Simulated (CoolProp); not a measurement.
Properties of propylene along the isobar 1.01 bar.

Computed with CoolProp (reference Helmholtz-energy equation of state, Lemmon 2013).

```
T (°C)  phase  density (kg/m³)  cp (kJ/(kg K))  isothermal compressibility (1/MPa)  viscosity (µPa s)  conductivity (mW/(m K))
------  -----  ---------------  --------------  ----------------------------------  -----------------  -----------------------
42.85     gas            1.637           1.613                               10.02               9.09                     19.0
71.65     gas            1.496           1.716                               9.992               9.92                     22.2
100.35    gas            1.378           1.821                               9.972               10.7                     25.6
129.15    gas            1.278           1.926                               9.957               11.5                     29.2
157.95    gas            1.191           2.029                               9.945               12.3                     33.0
186.75    gas            1.115           2.130                               9.937               13.1                     36.9
215.55    gas            1.049           2.227                               9.930               13.8                     41.0
244.25    gas           0.9903           2.320                               9.925               14.5                     45.2
273.05    gas           0.9377           2.410                               9.920               15.2                     49.5
301.85    gas           0.8904           2.497                               9.917               15.9                     53.8
```

Viscosity comes from a separate model (Huber 2003), an estimate that may be off by 10 % or more. Thermal conductivity comes from a separate model (Huber 2003), an estimate that may be off by 10 % or more.
